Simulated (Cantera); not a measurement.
# Hydrocarbon pyrolysis for carbon deposition

An isothermal, constant-pressure homogeneous reactor starts with 1.54 % CH₄, 98.5 % H₂, at 1650 K and 20.0 Torr.

Detailed kinetics in Cantera: GRI-Mech 3.0 (53 species, 325 reactions). GRI-Mech 3.0 stops at C3 and has no aromatics, soot or wall deposition, so with more carbon than oxygen in the feed, carbon stays in small species such as C2H2 where larger ones or solid carbon would form. Radical loss at walls, strong at low pressure, is not modelled.

```tsv
t (s)	x CH₄	x H₂	x C₂H₆	x CH₂	x C₂H
4.00e-5	0.0154	0.985	<1e-12	<1e-12	<1e-12
0.000153	0.0154	0.985	<1e-12	<1e-12	<1e-12
0.000585	0.0154	0.985	1.37e-11	3.54e-12	<1e-12
0.00224	0.0154	0.985	5.09e-10	5.31e-11	<1e-12
0.00856	0.0154	0.985	1.16e-8	7.74e-10	<1e-12
0.0327	0.0153	0.984	1.40e-7	1.04e-8	1.13e-12
0.125	0.0150	0.984	5.61e-7	6.16e-8	2.30e-10
0.479	0.0134	0.985	5.22e-7	6.86e-8	2.04e-9
1.83	0.00937	0.987	2.64e-7	5.09e-8	6.71e-9
7.00	0.00425	0.990	5.72e-8	2.51e-8	1.30e-8
```
x: mole fraction; the columns are a selection and need not sum to one.

Equilibrium at this temperature and pressure: CH₄ 0.000440, H₂ 0.992, C₂H₆ 1.13e-9, CH₂ 2.78e-9, C₂H 1.80e-8 (gas phase only).
